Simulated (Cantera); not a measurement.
What does this Cantera script print?

```python
import numpy as np
import cantera as ct

gas_names = [...]  # 109 gases of nasa_gas.yaml made of C, Cl, H, Si
cond_names = """
    C(gr) C6H6(L) C7H8(L) C8H18(L),n-octa Si(cr) Si(L) SiC(b)
""".split()


# ... load() reads the species with a 1 bar reference pressure and builds the phases ...
atoms = {
    'Si(CH3)4': {'Si': 1, 'C': 4, 'H': 12},
    'HCl': {'H': 1, 'CL': 1},
    'H2': {'H': 2},
}
top_T = {'C(gr)': 4500, 'SiC(b)': 3050}  # K; cautious upper limits of use, not melting points


# ... equilibrate(T, P, feed) seeds the gas with the atoms and calls Mixture.equilibrate('TP', solver="vcs", rtol=1e-11, max_steps=5000) ...
results = []
feed = {'Si(CH3)4': 1, 'HCl': 0.44, 'H2': 140}  # mol
P = 12000  # Pa
for T in [1023, 1123, 1223, 1323, 1423, 1523, 1623, 1723, 1823, 1923, 2023, 2123]:
    mix = equilibrate(T, P, feed)
    results.append((T, P, feed, dict(zip(mix.species_names, mix.species_moles))))
    x = sorted(zip(gas.X, gas.species_names), reverse=True)
    print(f"T = {T:g} K  P = {P:g} Pa  gas = {mix.phase_moles(0):.4g} mol")
    print("   x: " + "  ".join(f"{s} {v:.3e}" for v, s in x if v > 0.001))
    print("   condensed (mol): " + ("  ".join(f"{mix.phase(i).name} {mix.phase_moles(i):.4g}"
          for i in range(1, mix.n_phases) if mix.phase_moles(i) > 1e-12) or "none"))
```

Output:

```
T = 1023 K  P = 12000 Pa  gas = 145.2 mol
   x: H2 9.882e-01  CH4 8.791e-03  HCL 3.031e-03
   condensed (mol): C(gr) 1.724  SiC(b) 1
T = 1123 K  P = 12000 Pa  gas = 145.9 mol
   x: H2 9.935e-01  CH4 3.476e-03  HCL 3.015e-03
   condensed (mol): C(gr) 2.493  SiC(b) 1
T = 1223 K  P = 12000 Pa  gas = 146.2 mol
   x: H2 9.954e-01  HCL 3.009e-03  CH4 1.584e-03
   condensed (mol): C(gr) 2.768  SiC(b) 1
T = 1323 K  P = 12000 Pa  gas = 146.3 mol
   x: H2 9.962e-01  HCL 3.007e-03
   condensed (mol): C(gr) 2.881  SiC(b) 1
T = 1423 K  P = 12000 Pa  gas = 146.4 mol
   x: H2 9.965e-01  HCL 3.006e-03
   condensed (mol): C(gr) 2.932  SiC(b) 1
T = 1523 K  P = 12000 Pa  gas = 146.4 mol
   x: H2 9.966e-01  HCL 3.005e-03
   condensed (mol): C(gr) 2.956  SiC(b) 1
T = 1623 K  P = 12000 Pa  gas = 146.4 mol
   x: H2 9.966e-01  HCL 3.004e-03
   condensed (mol): C(gr) 2.964  SiC(b) 0.9999
T = 1723 K  P = 12000 Pa  gas = 146.5 mol
   x: H2 9.963e-01  HCL 3.002e-03
   condensed (mol): C(gr) 2.956  SiC(b) 0.9998
T = 1823 K  P = 12000 Pa  gas = 146.5 mol
   x: H2 9.954e-01  HCL 2.999e-03  H 1.248e-03
   condensed (mol): C(gr) 2.926  SiC(b) 0.9995
T = 1923 K  P = 12000 Pa  gas = 146.6 mol
   x: H2 9.938e-01  HCL 2.992e-03  H 2.711e-03
   condensed (mol): C(gr) 2.86  SiC(b) 0.9983
T = 2023 K  P = 12000 Pa  gas = 146.8 mol
   x: H2 9.906e-01  H 5.456e-03  HCL 2.981e-03
   condensed (mol): C(gr) 2.738  SiC(b) 0.9931
T = 2123 K  P = 12000 Pa  gas = 147.2 mol
   x: H2 9.849e-01  H 1.028e-02  HCL 2.961e-03  C2H2,acetylene 1.631e-03
   condensed (mol): C(gr) 2.535  SiC(b) 0.9734
```

Method: chemical equilibrium by Gibbs-energy minimisation in Cantera with the NASA 1993 tables (ideal gas, pure condensed phases). Gases not in the tables: Si2H6 and higher silanes.
